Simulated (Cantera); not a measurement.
Feed: 1 mol SO2, 4.1 mol H2O, 0.93 mol O2, held at 2352 °C and 20.0 bar.

Cantera equilibrium calculation (NASA polynomials, part measured and part estimated; ideal gas, pure solids and liquids). Candidate condensed phases: H2O, H2SO4, S; 19 gas species. Equilibrium is a limit: real reactors are often held back by kinetics, nucleation or transport.

Q: What is the equilibrium state?

A: 
```json
{
 "x(H2O)": "0.657",
 "x(SO2)": "0.163",
 "x(O2)": "0.148",
 "x(OH)": "0.0233",
 "x(H2)": "0.00404",
 "x(O)": "0.00224",
 "x(SO)": "0.00105",
 "x(H)": "0.000604",
 "x(SO3)": "0.000420",
 "gas_amount": "6.089 mol",
 "log10 activity of S(l) (absent)": "-5.15"
}
```
